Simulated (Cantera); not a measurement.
Feed: 1 mol c-C₄F₈, 0.016 mol F₂, held at 2.10 Pa.

These are equilibrium values from Cantera (NASA tables, ideal gas, pure condensed phases), not measurements of a reactor. Candidate condensed phases: C; 13 gas species. The feed counts by its element totals alone. The numbers say what is thermodynamically allowed, not how fast it happens.

Question: What share of the C ends up in condensed phases as a function of T (K), at 2223, 2273, 2323, 2373, 2423, 2473, 2523, 2573, 2623?

Answer: 
```json
[
 {"T (K)": "2223", "C condensed (%)": "93.6", "as": "C(graphite)"},
 {"T (K)": "2273", "C condensed (%)": "94.2", "as": "C(graphite)"},
 {"T (K)": "2323", "C condensed (%)": "93.9", "as": "C(graphite)"},
 {"T (K)": "2373", "C condensed (%)": "92.5", "as": "C(graphite)"},
 {"T (K)": "2423", "C condensed (%)": "89.3", "as": "C(graphite)"},
 {"T (K)": "2473", "C condensed (%)": "82.4", "as": "C(graphite)"},
 {"T (K)": "2523", "C condensed (%)": "67.8", "as": "C(graphite)"},
 {"T (K)": "2573", "C condensed (%)": "36.3", "as": "C(graphite)"},
 {"T (K)": "2623", "C condensed (%)": "0.0", "as": "-"}
]
```
